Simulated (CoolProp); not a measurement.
A Linde-Hampson liquefier for CF4 (R14): isothermal reversible compression at 320 K from 1 atm to 10 MPa, throttling to 1 atm, return gas leaving the recuperator 10 K below the feed. Each further row changes one setting.

Computed with CoolProp (reference Helmholtz-energy equation of state, Platzer 1990). This equation is an older, rougher fit; its heat capacities, sound speeds and derivatives of the liquid may be far off and weren't checked against measurements.

```csv
case,liquid yield per pass,compression work (kJ/kg of gas)
as stated,0.118,131
high pressure 20 MPa,[?],148
warm-end temperature 350 K,[?],146
warm-end gap 15 K,[?],131
```

**Question.** Fill in the missing entries.

**Answer.** 
- high pressure 20 MPa, liquid yield per pass: 0.202
- warm-end temperature 350 K, liquid yield per pass: 0.079
- warm-end gap 15 K, liquid yield per pass: 0.104
